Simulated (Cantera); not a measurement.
Charge: 1 mol Si(CH3)4, 0.012 mol CH4, 1.6 mol H2, held at 133 Pa.

Equilibrium computed with Cantera from the NASA thermochemical tables; the gas is ideal and each condensed phase is pure. Candidate condensed phases: C, C6H6, C7H8, C8H18, Si, SiC; 87 gas species. Gases not in the tables: Si2H6 and higher silanes. Kinetics and transport are ignored.

Q: At 2150 K, list the 6 most abundant gas species with their mole fractions, and the condensed phases.

A: H2 0.873, H 0.108, Si 0.0155, C2H2 (acetylene) 0.00169, SiC2 0.00122, Si2C 0.000761. Condensed: C(graphite) + SiC(s).
